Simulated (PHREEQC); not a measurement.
Synthetic water in mmol/kgw, 75 °C, pH 6.89:

| constituent | mmol/kgw |
|---|---|
| Na | 98.8 |
| K | 2.16 |
| Ca | 4.37 |
| Mg | 1.42 |
| Cl | 110 |
| S(6) | 0.866 |
| Alkalinity (meq/kgw) | 0.238 |

Valence states are taken as typed.

The numbers come from PHREEQC with the Pitzer model, pitzer.dat.

No solid was allowed to form.

Q: Order these C species by the share of C that they hold, largest first: CO2, HCO3-, CO3-2.

A: HCO3- (83 %), CO2 (17 %), CO3-2 (0.14 %)

The pH is 6.89 and the ionic strength 0.119 mol/kgw. Away from 25 °C the constants follow the database's enthalpies or fits; those with neither stay at their 25 °C values.
